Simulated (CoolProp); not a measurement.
Nitrous oxide along the isotherm 235.1 K: fugacity coefficient from the reference equation and from simpler models built on Tc = 309.5 K, pc = 7.245 MPa, ω = 0.161; each cubic takes its own stable root.

Values from CoolProp's reference Helmholtz-energy equation of state, Lemmon 2006. It is a short technical equation, of lower accuracy than the large ones.

| p (MPa) | phase | reference |
|---|---|---|
| 0.0344 | gas | 0.9961 |
| 0.0518 | gas | 0.9942 |
| 0.0782 | gas | 0.9912 |
| 0.118 | gas | 0.9867 |
| 0.178 | gas | 0.9800 |
| 0.269 | gas | 0.9697 |
| 0.405 | gas | 0.9544 |
| 0.611 | gas | 0.9310 |
| 0.922 | gas | 0.8955 |
| 1.39 | liquid | 0.6459 |
| 2.1 | liquid | 0.4340 |
| 3.17 | liquid | 0.2940 |
| 4.78 | liquid | 0.2017 |
| 7.2 | liquid | 0.1408 |
| 10.9 | liquid | 0.1004 |

Task: How far does each simpler model (Redlich-Kwong, Soave-Redlich-Kwong, Peng-Robinson) lie from the reference over these 15 states: mean and median of the absolute difference, and the worst?

Result: 
- Redlich-Kwong: mean 8.4 %, median 0.8 %, worst +22.0 % at 235.1 K and 10.9 MPa
- Soave-Redlich-Kwong: mean 0.9 %, median 0.5 %, worst +3.0 % at 235.1 K and 10.9 MPa
- Peng-Robinson: mean 0.2 %, median 0.0 %, worst -1.0 % at 235.1 K and 10.9 MPa
